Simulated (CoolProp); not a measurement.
Model: reference Helmholtz-energy equation of state, Lemmon 2022, in CoolProp.

Q: Give the vapour pressure (bar), liquid cp (kJ/(kg K)), liquid conductivity (mW/(m K)) of saturated R1234yf at -96.45 °C.

A: 
```json
[
 {"T (°C)": "-96.45", "p (bar)": "0.0135", "liquid cp (kJ/(kg K))": "1.11", "liquid conductivity (mW/(m K))": "107"}
]
```

Thermal conductivity comes from a separate model (Perkins 2011).
